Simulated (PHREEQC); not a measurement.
A solution holds 0.036 mol/kgw HF, 0.0056 mol/kgw NH4HF2 and 0.046 mol/kgw H2SiF6, at 25 °C. Closed to the air; pH follows from the charge balance.

Computed with PHREEQC (ion-association model, phreeqc.dat).

Precipitation was switched off in this run.

**Question.** What pH, density, ionic strength does the model give?

**Answer.** pH 1.15; density 1.002 g/cm³; ionic strength 0.139 mol/kgw.

**Question.** In which forms is F present?

**Answer.** SiF6-2 85 %, HF 14 % of the F.

SiF6-2 is the database's only silicon fluoride.
